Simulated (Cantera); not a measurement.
**Reactions in the system C-H-O-Ta**

Cantera with NASA thermochemical tables; ideal gases at 1 bar, condensed phases pure. Values are per mole of reaction as written; species without (g) are pure solids or liquids, kept so even where they would boil at 1 bar. TaC: taken at fixed stoichiometry.

TaC + 6 CH3OH(g) + C = 4 C2H5OH(g) + TaO2(g)

```csv
T (K),ΔH° (kJ),ΔS° (J/K),ΔG° (kJ),log10 K
425,209.7,-82.9,244.9,-30.10
525,211.1,-79.8,253.0,-25.18
625,213.0,-76.5,260.9,-21.80
725,215.0,-73.6,268.4,-19.33
825,216.9,-71.1,275.6,-17.45
925,218.7,-69.1,282.6,-15.96
1025,220.4,-67.3,289.4,-14.75
1125,222.0,-65.9,296.1,-13.75
1225,223.4,-64.7,302.6,-12.90
```

2 O3(g) + 9 H(g) + 3 TaC = 3 CH3(g) + 3 TaO2(g)

```csv
T (K),ΔH° (kJ),ΔS° (J/K),ΔG° (kJ),log10 K
425,-1991.6,-261.0,-1880.7,231.14
525,-2004.6,-288.5,-1853.2,184.38
625,-2017.3,-310.6,-1823.2,152.37
725,-2029.7,-328.9,-1791.2,129.05
825,-2041.5,-344.2,-1757.5,111.27
925,-2052.8,-357.1,-1722.4,97.26
1025,-2063.7,-368.3,-1686.1,85.93
1125,-2074.1,-378.0,-1648.8,76.55
1225,-2084.1,-386.5,-1610.6,68.67
```
